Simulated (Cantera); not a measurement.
Cantera run, input and output.

```python
import numpy as np
import cantera as ct

gas = ct.Solution("gri30.yaml")


def delay(T, t_max=10):
    gas.TPX = T, 960000, {'C2H4': 1, 'O2': 2, 'N2': 10.2, 'H2O': 0.55}
    reactor = ct.IdealGasReactor(gas, clone=False)
    net = ct.ReactorNet([reactor])
    net.rtol, net.atol = 1e-8, 1e-16
    while net.time < t_max:
        t_old, T_old = net.time, reactor.T
        net.step()
        if reactor.T > T + 400:  # ignition: a rise of 400 K
            return t_old + (T + 400 - T_old) / (reactor.T - T_old) * (net.time - t_old)
    return np.nan


taus = []
for T in [1350, 1425, 1500, 1575, 1650]:
    taus.append(delay(T))
    print(f"T0 = {T:6g} K   tau = {taus[-1]:.4e} s")

# d ln(tau) / d ln(k), from doubling and halving each rate constant
T, sens = 1500, []
for i in range(gas.n_reactions):
    gas.set_multiplier(2.0, i)
    up = delay(T)
    gas.set_multiplier(0.5, i)
    down = delay(T)
    gas.set_multiplier(1.0, i)
    sens.append((np.log(up / down) / np.log(4.0), gas.reaction(i).equation))
sens.sort(key=lambda x: -abs(x[0]))
print(f"sensitivities at {T} K")
for s, eq in sens[:10]:
    print(f"{s:8.3f}  {eq}")
```

It prints:

```
T0 =   1350 K   tau = 3.6944e-05 s
T0 =   1425 K   tau = 1.1520e-05 s
T0 =   1500 K   tau = 5.5225e-06 s
T0 =   1575 K   tau = 3.4109e-06 s
T0 =   1650 K   tau = 2.3876e-06 s
sensitivities at 1500 K
  -0.707  C2H3 + O2 <=> CH2CHO + O
  -0.532  H + O2 <=> O + OH
  -0.479  C2H4 + O <=> CH2CHO + H
   0.469  C2H3 + O2 <=> CH2O + HCO
   0.429  C2H4 + O <=> CH3 + HCO
   0.232  HCO + O2 <=> CO + HO2
  -0.191  HCO + M <=> CO + H + M
  -0.186  C2H4 + H <=> C2H3 + H2
  -0.153  C2H4 + OH <=> C2H3 + H2O
   0.135  H + O2 + N2 <=> HO2 + N2
```

Model: GRI-Mech 3.0 (53 species, 325 reactions), integrated in Cantera. GRI-Mech 3.0 was tuned for natural gas; its chemistry of ethylene as a main component is partial and can be far from experiment.
